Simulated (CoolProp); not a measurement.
Computed with CoolProp (reference Helmholtz-energy equation of state, Eisenbach 2021).

For propylene glycol, give the phase and the cv (kJ/(kg K)), speed of sound (m/s), isothermal compressibility (1/MPa), expansivity (1/kK) at 284.55 °C and 2.42 MPa.


- 284.55 °C and 2.42 MPa: liquid; cv 3.13, speed of sound 730, isothermal compressibility 0.00304, expansivity 1.87
